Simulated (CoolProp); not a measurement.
Saturated liquid density (kg/m³) of R152A: the reference equation beside estimates from Tc = 113.3 °C, pc = 45.17 bar, ω = 0.275. Rackett uses Z = 0.29056 − 0.08775 ω.

Computed with CoolProp (reference Helmholtz-energy equation of state, Outcalt 1996). It is a modified Benedict-Webb-Rubin equation, recast in Helmholtz form.

```csv
T (°C),reference,Rackett,van der Waals,Soave-Redlich-Kwong,Peng-Robinson
-90.85,1142,1049,618.2,938.1,1054
-74.55,1111,1023,604.0,918.1,1033
-58.15,1080,994.7,588.9,895.9,1010
-41.75,1047,965.5,572.8,871.6,983.5
-25.35,1014,935.1,555.8,844.7,954.5
-8.95,979.0,903.0,537.4,814.8,922.0
7.45,942.0,869.0,517.6,781.3,885.3
23.85,902.4,832.5,496.0,743.6,843.5
40.25,859.0,792.7,472.1,700.7,795.3
56.65,810.2,748.4,445.1,650.8,738.6
73.05,753.2,697.0,413.7,591.3,670.1
89.45,681.3,632.9,374.8,516.6,582.7
```

Absolute difference from the reference over all 12 rows, mean and median: Rackett 7.7 and 7.8 %, van der Waals 45.2 and 45.1 %, Soave-Redlich-Kwong 18.4 and 17.5 %, Peng-Robinson 7.8 and 6.8 %.
